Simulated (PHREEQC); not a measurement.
Make-up at 25 °C: 0.052 mol KOH, 0.02 mol KNO3 and 0.0067 mol KH2PO4 per kg of water. Closed to the air; pH follows from the charge balance.

The numbers come from PHREEQC with the ion-association model, phreeqc.dat.

This is a speciation only: nothing precipitates in the calculation.

Task: What pH does the model give?

Result: pH 12.48.

Task: In which forms is P present?

Result: PO4-3 83 %, HPO4-2 16 %, KHPO4- 0.9 % of the P.

Complexes and solids missing from the database can't appear.
